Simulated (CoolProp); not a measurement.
Vapour-liquid equilibrium of isohexane (1) + benzene (2) at 0.019 MPa; x and y are mole fractions of (1).

Computed with CoolProp (multi-fluid Helmholtz-energy mixture model, Lemmon 2006 and Thol 2012; pair parameters Bell 2016).

```tsv
x	bubble temperature (°C)	y at the bubble point	dew temperature at overall composition x (°C)	liquid density (mol/L)
0.05	30.6	0.179	33.1	10.85
0.2	24.7	0.449	30.2	10.23
0.35	21.8	0.582	27.0	9.636
0.5	19.8	0.677	23.6	9.095
0.65	18.4	0.766	20.4	8.605
0.8	17.1	0.860	17.9	8.159
0.95	16.1	0.964	16.2	7.751
```

No azeotrope shows between x = 0.05 and 0.95.

Pair parameters are fitted to limited data, so mixtures are less certain than the pure fluids.
